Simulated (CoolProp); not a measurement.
Aqueous sodium chloride as a coolant, 22 % by mass, freezing at -19.1 °C, 1 atm.

Values from CoolProp's Melinder's fits for secondary coolants.

```json
[
 {"T (°C)": "-14.4", "viscosity (mPa s)": "4.89", "cp (kJ/(kg K))": "3.310", "conductivity (W/(m K))": "0.524", "Prandtl number": "30.9"},
 {"T (°C)": "-9.1", "viscosity (mPa s)": "3.98", "cp (kJ/(kg K))": "3.320", "conductivity (W/(m K))": "0.532", "Prandtl number": "24.8"},
 {"T (°C)": "-3.8", "viscosity (mPa s)": "3.28", "cp (kJ/(kg K))": "3.329", "conductivity (W/(m K))": "0.540", "Prandtl number": "20.2"},
 {"T (°C)": "1.4", "viscosity (mPa s)": "2.75", "cp (kJ/(kg K))": "3.337", "conductivity (W/(m K))": "0.548", "Prandtl number": "16.8"},
 {"T (°C)": "6.7", "viscosity (mPa s)": "2.33", "cp (kJ/(kg K))": "3.344", "conductivity (W/(m K))": "0.556", "Prandtl number": "14.0"},
 {"T (°C)": "12", "viscosity (mPa s)": "2.00", "cp (kJ/(kg K))": "3.351", "conductivity (W/(m K))": "0.563", "Prandtl number": "11.9"},
 {"T (°C)": "17.3", "viscosity (mPa s)": "1.74", "cp (kJ/(kg K))": "3.357", "conductivity (W/(m K))": "0.571", "Prandtl number": "10.2"},
 {"T (°C)": "22.5", "viscosity (mPa s)": "1.54", "cp (kJ/(kg K))": "3.363", "conductivity (W/(m K))": "0.579", "Prandtl number": "8.95"},
 {"T (°C)": "27.8", "viscosity (mPa s)": "1.38", "cp (kJ/(kg K))": "3.367", "conductivity (W/(m K))": "0.588", "Prandtl number": "7.91"},
 {"T (°C)": "33.1", "viscosity (mPa s)": "1.25", "cp (kJ/(kg K))": "3.371", "conductivity (W/(m K))": "0.596", "Prandtl number": "7.08"}
]
```
